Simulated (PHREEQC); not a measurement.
## Copper plating or etch bath: speciation

Make-up at 10 °C: 0.0054 mol CuCl2, 0.0014 mol HCl and 0.00019 mol FeCl3 per kg of water. It is in equilibrium with CO2 at log p = -3.4 (atm). Otherwise closed; pH follows from the charge balance.

Computed with PHREEQC (ion-association model, phreeqc.dat).

This is a speciation only: nothing precipitates in the calculation.

Q: Predict the pH.

A: pH 2.87.

Q: In which forms is Fe present?

A: FeOH+2 48 %, Fe+3 41 %, FeCl+2 5.1 %, Fe(OH)2+ 4.4 %, Fe2(OH)2+4 1.3 % of the Fe.

The solution is supersaturated, for example in Hematite (slow to form), Goethite (slow to form), so a real one may precipitate; this is no full list. Species that the database lacks are ignored. At this temperature some constants are extrapolated from 25 °C, and those without enthalpy data are left unchanged.
